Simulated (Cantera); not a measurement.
An adiabatic, constant-pressure homogeneous reactor starts with C2H4 : O2 : N2 : H2O = 1 : 2 : 7.52 : 2.9 (molar parts), equivalence ratio 1.5, at 1423 K and 0.960 bar.

Computed with Cantera and GRI-Mech 3.0 (53 species, 325 reactions). GRI-Mech 3.0 was tuned for natural gas; its chemistry of ethylene as a main component is partial and can be far from experiment.

Task: Predict: time of steepest temperature rise; temperature at 0.300 s; equilibrium temperature; x(O2) at 0.300 s; x(H2O) at 0.300 s; x(HO2) at 0.300 s; x(H) at 0.300 s; x(NO) at 0.300 s.

Result: 
```json
{
 "time_of_steepest_temperature_rise": "46.6 µs",
 "temperature at 0.300 s": "2582 K",
 "equilibrium_temperature": "2582 K",
 "x(O2) at 0.300 s": "0.00153 (gas-phase equilibrium 0.00153)",
 "x(H2O) at 0.300 s": "0.266 (gas-phase equilibrium 0.266)",
 "x(HO2) at 0.300 s": "7.07e-7 (gas-phase equilibrium 7.07e-7)",
 "x(H) at 0.300 s": "0.00907 (gas-phase equilibrium 0.00907)",
 "x(NO) at 0.300 s": "0.00183 (gas-phase equilibrium 0.00183)"
}
```
